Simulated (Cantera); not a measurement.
An adiabatic, constant-pressure homogeneous reactor starts with 10.4 % CH4, 18.8 % O2, 70.8 % N2, at 1400 K and 5.00 bar.

Model: GRI-Mech 3.0 (53 species, 325 reactions), integrated in Cantera.

Question: Predict: time of steepest temperature rise; temperature at 0.200 s; equilibrium temperature; x(O2) at 0.200 s; x(H) at 0.200 s; x(CH2O) at 0.200 s.

Answer: 
| Item | Result |
|---|---|
| time of steepest temperature rise | 0.993 ms |
| temperature at 0.200 s | 2822 K |
| equilibrium temperature | 2822 K |
| x(O2) at 0.200 s | 0.00806 (gas-phase equilibrium 0.00806) |
| x(H) at 0.200 s | 0.00564 (gas-phase equilibrium 0.00564) |
| x(CH2O) at 0.200 s | 1.82e-9 (gas-phase equilibrium 1.82e-9) |
